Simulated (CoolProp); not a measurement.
A single-stage vapour-compression cycle with R143a: evaporating at 268.15 K (dew point), condensing at 291.15 K (bubble point), superheat 2 K, subcooling 2 K, compressor efficiency 0.75, no pressure losses. Each further row changes one setting.

The numbers come from the reference Helmholtz-energy equation of state, Lemmon and Jacobsen 2000 in CoolProp.

| case | cooling COP | pressure ratio | discharge temperature (K) | refrigerating effect (kJ/kg) | volumetric capacity (kJ/m³) |
|---|---|---|---|---|---|
| as stated | 7.70 | 1.98 | 301.3 | 163 | 3740 |
| evaporating temperature 273.15 K | 10.2 | [?] | [?] | [?] | [?] |
| condensing temperature 286.15 K | 10.1 | 1.72 | [?] | 171 | 3920 |
| subcooling 7 K | [?] | 1.98 | 301.3 | 171 | 3920 |
| superheat 12 K | 7.70 | 1.98 | 311.4 | 173 | 3760 |
| compressor efficiency 0.65 | [?] | 1.98 | 304.0 | 163 | 3740 |

Q: Some entries are withheld; supply them.

A: 
- evaporating temperature 273.15 K, pressure ratio: 1.69
- evaporating temperature 273.15 K, discharge temperature (K): 299.4
- evaporating temperature 273.15 K, refrigerating effect (kJ/kg): 165
- evaporating temperature 273.15 K, volumetric capacity (kJ/m³): 4460
- condensing temperature 286.15 K, discharge temperature (K): 294.8
- subcooling 7 K, cooling COP: 8.07
- compressor efficiency 0.65, cooling COP: 6.67
